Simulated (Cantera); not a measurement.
Input (Python, Cantera) and output of one run.

```python
import numpy as np
import cantera as ct

gas_names = [...]  # 113 gases of nasa_gas.yaml made of C, Cu, H, O
cond_names = """
    C(gr) C6H6(L) C7H8(L) C8H18(L),n-octa Cu(cr) Cu(L) CuO(s) CuO2H2(s) Cu2O(s) Cu2O(L) H2O(s) H2O(L)
""".split()


# ... load() reads the species with a 1 bar reference pressure and builds the phases ...
atoms = {
    'Cu2O': {'Cu': 2, 'O': 1},
    'CH4': {'C': 1, 'H': 4},
    'H2': {'H': 2},
}
top_T = {'C(gr)': 4500, 'CuO(s)': 1390}  # K; cautious upper limits of use, not melting points


# ... equilibrate(T, P, feed) seeds the gas with the atoms and calls Mixture.equilibrate('TP', solver="vcs", rtol=1e-11, max_steps=5000) ...
results = []
feed = {'Cu2O': 1, 'CH4': 0.92, 'H2': 1.5}  # mol
for P in [10, 42, 180, 750, 3200, 13000, 56000, 240000, 1000000]:
    for T in [925, 1075, 1225, 1375, 1525, 1675, 1825, 1975, 2125, 2275]:
        mix = equilibrate(T, P, feed)
        results.append((T, P, feed, dict(zip(mix.species_names, mix.species_moles))))

for T, P, feed, n in results:
    print(f"{T:7g} {P:10.4g}  " + (" + ".join(c for c in cond_names if n.get(c, 0) > 1e-12) or "gas only"))
```

Output:

```
    925         10  Cu(cr)
   1075         10  Cu(cr)
   1225         10  Cu(cr)
   1375         10  Cu(L)
   1525         10  Cu(L)
   1675         10  gas only
   1825         10  gas only
   1975         10  gas only
   2125         10  gas only
   2275         10  gas only
    925         42  Cu(cr)
   1075         42  Cu(cr)
   1225         42  Cu(cr)
   1375         42  Cu(L)
   1525         42  Cu(L)
   1675         42  Cu(L)
   1825         42  gas only
   1975         42  gas only
   2125         42  gas only
   2275         42  gas only
    925        180  Cu(cr)
   1075        180  Cu(cr)
   1225        180  Cu(cr)
   1375        180  Cu(L)
   1525        180  Cu(L)
   1675        180  Cu(L)
   1825        180  gas only
   1975        180  gas only
   2125        180  gas only
   2275        180  gas only
    925        750  Cu(cr)
   1075        750  Cu(cr)
   1225        750  Cu(cr)
   1375        750  Cu(L)
   1525        750  Cu(L)
   1675        750  Cu(L)
   1825        750  Cu(L)
   1975        750  gas only
   2125        750  gas only
   2275        750  gas only
    925       3200  Cu(cr)
   1075       3200  Cu(cr)
   1225       3200  Cu(cr)
   1375       3200  Cu(L)
   1525       3200  Cu(L)
   1675       3200  Cu(L)
   1825       3200  Cu(L)
   1975       3200  Cu(L)
   2125       3200  gas only
   2275       3200  gas only
    925    1.3e+04  C(gr) + Cu(cr)
   1075    1.3e+04  Cu(cr)
   1225    1.3e+04  Cu(cr)
   1375    1.3e+04  Cu(L)
   1525    1.3e+04  Cu(L)
   1675    1.3e+04  Cu(L)
   1825    1.3e+04  Cu(L)
   1975    1.3e+04  Cu(L)
   2125    1.3e+04  Cu(L)
   2275    1.3e+04  Cu(L)
    925    5.6e+04  C(gr) + Cu(cr)
   1075    5.6e+04  Cu(cr)
   1225    5.6e+04  Cu(cr)
   1375    5.6e+04  Cu(L)
   1525    5.6e+04  Cu(L)
   1675    5.6e+04  Cu(L)
   1825    5.6e+04  Cu(L)
   1975    5.6e+04  Cu(L)
   2125    5.6e+04  Cu(L)
   2275    5.6e+04  Cu(L)
    925    2.4e+05  C(gr) + Cu(cr)
   1075    2.4e+05  Cu(cr)
   1225    2.4e+05  Cu(cr)
   1375    2.4e+05  Cu(L)
   1525    2.4e+05  Cu(L)
   1675    2.4e+05  Cu(L)
   1825    2.4e+05  Cu(L)
   1975    2.4e+05  Cu(L)
   2125    2.4e+05  Cu(L)
   2275    2.4e+05  Cu(L)
    925      1e+06  Cu(cr)
   1075      1e+06  Cu(cr)
   1225      1e+06  Cu(cr)
   1375      1e+06  Cu(L)
   1525      1e+06  Cu(L)
   1675      1e+06  Cu(L)
   1825      1e+06  Cu(L)
   1975      1e+06  Cu(L)
   2125      1e+06  Cu(L)
   2275      1e+06  Cu(L)
```

Cantera equilibrium calculation (NASA polynomials, part measured and part estimated; ideal gas, pure solids and liquids).
